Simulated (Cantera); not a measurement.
A perfectly stirred reactor is fed with NO : N2 = 1 : 1.8 (molar parts), at 1.00 bar; it is held at 2025 K, and followed from long to short residence time.

Cantera simulation using GRI-Mech 3.0 (53 species, 325 reactions); the numbers are that mechanism's predictions, not measurements.

**Question.** What does this change do: temperature 2025 to 1600 K?

**Answer.** 
```json
[
 {"quantity": "x(NO) at τ = 8.90 s", "before": "0.0434", "after": "0.304"},
 {"quantity": "x(O) at τ = 8.90 s", "before": "0.000323", "after": "2.48e-6"},
 {"quantity": "x(NO2) at τ = 8.90 s", "before": "6.20e-5", "after": "0.000443"},
 {"quantity": "x(N2O) at τ = 8.90 s", "before": "1.21e-6", "after": "3.36e-5"},
 {"quantity": "x(O2) at τ = 8.90 s", "before": "0.157", "after": "0.0260"},
 {"quantity": "x(NO) at τ = 0.290 s", "before": "0.258", "after": "0.355"},
 {"quantity": "x(O) at τ = 0.290 s", "before": "0.000191", "after": "8.89e-7"},
 {"quantity": "x(NO2) at τ = 0.290 s", "before": "0.000214", "after": "0.000176"},
 {"quantity": "x(N2O) at τ = 0.290 s", "before": "3.08e-5", "after": "4.43e-5"},
 {"quantity": "x(O2) at τ = 0.290 s", "before": "0.0493", "after": "0.00102"}
]
```

**Question.** What does this change do: pressure from 1.00 bar to 20.0 Torr?

**Answer.** 
```csv
quantity,before,after
x(NO) at τ = 8.90 s,0.0434,0.157
x(O) at τ = 8.90 s,0.000323,0.00161
x(NO2) at τ = 8.90 s,6.20e-5,2.88e-5
x(N2O) at τ = 8.90 s,1.21e-6,7.32e-6
x(O2) at τ = 8.90 s,0.157,0.0991
x(NO) at τ = 0.290 s,0.258,0.350
x(O) at τ = 0.290 s,0.000191,0.000509
x(NO2) at τ = 0.290 s,0.000214,1.51e-5
x(N2O) at τ = 0.290 s,3.08e-5,4.71e-5
x(O2) at τ = 0.290 s,0.0493,0.00327
```
Radical loss at walls, strong at low pressure, is not modelled.

**Question.** What does this change do: pressure from 1.00 bar to 20.3 Torr?

**Answer.** 
| quantity | before | after |
|---|---|---|
| x(NO) at τ = 8.90 s | 0.0434 | 0.156 |
| x(O) at τ = 8.90 s | 0.000323 | 0.00160 |
| x(NO2) at τ = 8.90 s | 6.20e-5 | 2.90e-5 |
| x(N2O) at τ = 8.90 s | 1.21e-6 | 7.27e-6 |
| x(O2) at τ = 8.90 s | 0.157 | 0.0994 |
| x(NO) at τ = 0.290 s | 0.258 | 0.350 |
| x(O) at τ = 0.290 s | 0.000191 | 0.000507 |
| x(NO2) at τ = 0.290 s | 0.000214 | 1.53e-5 |
| x(N2O) at τ = 0.290 s | 3.08e-5 | 4.72e-5 |
| x(O2) at τ = 0.290 s | 0.0493 | 0.00331 |
Radical loss at walls, strong at low pressure, is not modelled.
